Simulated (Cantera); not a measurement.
A freely propagating, adiabatic, planar premixed flame of CH₄ : CO : O₂ : N₂ : CO₂ : H₂ = 1 : 0.44 : 2.22 : 6.88 : 1.8 : 0.026 (molar parts), unburnt at 350 K and 200000 Pa; mixture-averaged transport, grid criteria slope 0.08 and curve 0.16, no radiation.

Model: GRI-Mech 3.0 (53 species, 325 reactions), integrated in Cantera. Burning velocities carry a grid error of a few per cent, more on coarse grids.

x: mole fraction of selected species; z is measured from the peak of heat release.

```csv
z (mm),T (K),u (m/s),x CH₄,x CO,x O₂,x HO₂,x H₂,x HCO
-1.09,350,0.229,0.0808,0.0356,0.179,?,0.00250,<1e-8
-0.727,353,0.231,0.0805,0.0356,0.179,?,0.00330,<1e-8
-0.545,363,0.237,0.0797,0.0357,0.178,?,0.00423,<1e-8
-0.364,434,0.285,0.0750,0.0366,0.172,?,0.00605,<1e-8
-0.182,848,0.562,0.0508,0.0435,0.135,?,0.00874,3.90e-8
-0.0909,1253,0.835,0.0270,0.0517,0.0946,?,0.0100,2.15e-6
0,1649,1.10,0.00469,0.0573,0.0490,?,0.00947,1.52e-5
0.0909,1804,1.19,0.000110,0.0470,0.0274,?,0.00646,1.89e-6
0.182,1868,1.23,1.31e-6,0.0384,0.0215,?,0.00545,8.98e-8
0.364,1941,1.27,<1e-8,0.0313,0.0171,?,0.00458,3.12e-8
0.727,2011,1.31,<1e-8,0.0250,0.0131,?,0.00351,1.24e-8
1.45,2065,1.34,<1e-8,0.0194,0.00978,?,0.00260,<1e-8
2.91,2104,1.36,<1e-8,0.0149,0.00728,?,0.00194,<1e-8
```

Q: Complete the blanks.

A: 
- -1.09, x HO₂: 1.61e-8
- -0.727, x HO₂: 2.85e-7
- -0.545, x HO₂: 1.44e-6
- -0.364, x HO₂: 1.32e-5
- -0.182, x HO₂: 0.000121
- -0.0909, x HO₂: 0.000146
- 0, x HO₂: 8.17e-5
- 0.0909, x HO₂: 1.70e-5
- 0.182, x HO₂: 1.05e-5
- 0.364, x HO₂: 6.31e-6
- 0.727, x HO₂: 3.33e-6
- 1.45, x HO₂: 1.70e-6
- 2.91, x HO₂: 9.15e-7
